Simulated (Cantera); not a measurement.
Charge: 1 mol Si₂Cl₆, 1.2 mol HCl, 260 mol N₂, held at 1352 °C and 1.30 mbar.

Cantera equilibrium calculation (NASA polynomials, part measured and part estimated; ideal gas, pure solids and liquids). Candidate condensed phases: NH₄Cl, Si, Si₃N₄; 28 gas species. The feed counts by its element totals alone. The tables' values for SiCl₃ are old estimates; treat these amounts as uncertain. Rates play no part.

### Question
What is the equilibrium state?

### Answer
- x(N₂) = 0.982
- x(SiCl₂) = 0.00618
- x(Cl) = 0.00581
- x(HCl) = 0.00453
- x(SiCl₃) = 0.000998
- x(SiCl₄) = 0.000375
- x(Cl₂) = 2.71e-6
- x(H) = 2.35e-6
- x(H₂) = 1.44e-6
- gas amount = 264.7 mol
- log10 activity of Si(s) (absent) = -3.91
